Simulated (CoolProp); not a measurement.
Saturation properties of dimethyl carbonate (Tc = 557.0 K, pc = 4909 kPa, ω = 0.346).

The numbers come from the reference Helmholtz-energy equation of state, Zhou 2011 in CoolProp.

```
T (K)  p (kPa)  liquid density (kg/m³)  vapour density (kg/m³)  surface tension (mN/m)
-----  -------  ----------------------  ----------------------  ----------------------
284.5    3.462                    1081                  0.1321                    30.5
293      5.547                    1070                  0.2058                    29.2
301.5    8.608                     [?]                  0.3107                    27.9
310      12.98                    1047                  0.4563                    26.6
318.4    18.97                    1036                  0.6508                    25.4
326.9    27.20                    1025                  0.9112                    24.1
335.4    38.15                    1013                   1.250                    22.9
343.9    52.44                    1001                   1.682                    21.7
352.3    70.54                   989.5                   2.219                    20.5
360.8    93.64                   977.5                   2.891                    19.3
369.3    122.4                   965.3                   3.714                    18.2
377.8    157.7                   952.9                     [?]                    17.1
386.3    200.6                   940.4                   5.907                    15.9
394.7      [?]                   927.7                   7.310                    14.9
403.2    312.3                   914.7                   8.984                    13.8
```

**Question.** Fill in the missing entries.

**Answer.** 
- 301.5, liquid density (kg/m³): 1059
- 377.8, vapour density (kg/m³): 4.711
- 394.7, p (kPa): 251.3

It boils at 363.3 K under 1 atm.

Surface tension comes from a separate correlation (Mulero 2014).
